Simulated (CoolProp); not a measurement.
Vapour-liquid equilibrium of isobutane (1) + isobutene (2) at 0.599 MPa; x and y are mole fractions of (1).

Model: multi-fluid Helmholtz-energy mixture model, Bücker 2006 and Lemmon 2005; pair parameters Bell 2016, in CoolProp.

| x | bubble temperature, mixture model (K) | bubble temperature, Raoult's law (K) | y, mixture model | y, Raoult's law |
|---|---|---|---|---|
| 0.05 | 322.1 | 322.2 | 0.057 | 0.056 |
| 0.125 | 321.6 | 321.8 | 0.140 | 0.138 |
| 0.2 | 321.1 | 321.5 | 0.221 | 0.219 |
| 0.275 | 320.7 | 321.1 | 0.299 | 0.299 |
| 0.35 | 320.3 | 320.8 | 0.376 | 0.377 |
| 0.425 | 319.9 | 320.4 | 0.451 | 0.454 |
| 0.5 | 319.5 | 320.1 | 0.524 | 0.529 |
| 0.575 | 319.2 | 319.7 | 0.597 | 0.604 |
| 0.65 | 318.9 | 319.4 | 0.669 | 0.676 |
| 0.725 | 318.6 | 319.0 | 0.740 | 0.748 |
| 0.8 | 318.4 | 318.7 | 0.811 | 0.818 |
| 0.875 | 318.1 | 318.4 | 0.882 | 0.887 |
| 0.95 | 317.9 | 318.0 | 0.953 | 0.955 |

The largest gap from Raoult's law is -0.6 K in bubble temperature, at x = 0.5. No azeotrope shows between x = 0.05 and 0.95.

The pair parameters rest on a limited set of measurements; away from them the model extrapolates.
